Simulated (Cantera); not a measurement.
Input: 1 mol Ta, 0.32 mol H2O, held at 1075 K and 0.560 bar.

Equilibrium computed with Cantera from the NASA thermochemical tables; the gas is ideal and each condensed phase is pure. Candidate condensed phases: H2O, Ta, Ta2O5; 12 gas species. Mutual solubility and eutectic melting of coexisting phases are not modelled. Condensed phases not in the tables: N, O or C dissolved in the metal. Kinetics and transport are ignored.

Base state: H2 1.000 (mole fractions); condensed: Ta(s) + Ta2O5(s).

Question: What changes in the equilibrium state with this change: Ta replaced by V?

Answer: 
```tsv
species	before	after
H2	1.000	1.00
Ta(s), mol	0.872	0
Ta2O5(s), mol	0.0640	0
V(s), mol	0	0.680
VO(s), mol	0	0.320
```
VO: taken at fixed stoichiometry. Further candidate phases: V, VO, V2O3, V2O4, V2O5.
